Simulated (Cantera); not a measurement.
Feed: 1 mol Ta2O5, 3.2 mol CH4, 2.2 mol CO, equilibrated at 1648 K and 750 Torr.

These are equilibrium values from Cantera (NASA tables, ideal gas, pure condensed phases), not measurements of a reactor. Candidate condensed phases: C, C6H6, C7H8, C8H18, H2O, Ta, TaC, Ta2O5; 113 gas species. Mutual solubility and eutectic melting of coexisting phases are not modelled. TaC: taken at fixed stoichiometry. Condensed phases not in the tables: Ta2C. Equilibrium is a limit: real reactors are often held back by kinetics, nucleation or transport.

Base state: H2 0.585, CO 0.411, H2O 0.00299, CO2 0.000655, H 6.81e-5, CH4 2.41e-5 (mole fractions); condensed: TaC(s) + Ta2O5(s).

### Question
What changes in the equilibrium state with this change: pressure from 750 Torr to 203 Torr?

### Answer
| species | before | after |
|---|---|---|
| H2 | 0.585 | 0.586 |
| CO | 0.411 | 0.411 |
| H2O | 0.00299 | 0.00206 |
| CH4 | 2.41e-5 | 2.56e-6 |
| H | 6.81e-5 | 0.000131 |
| TaC(s), mol | 0.926 | 0.922 |
| Ta2O5(s), mol | 0.537 | 0.539 |
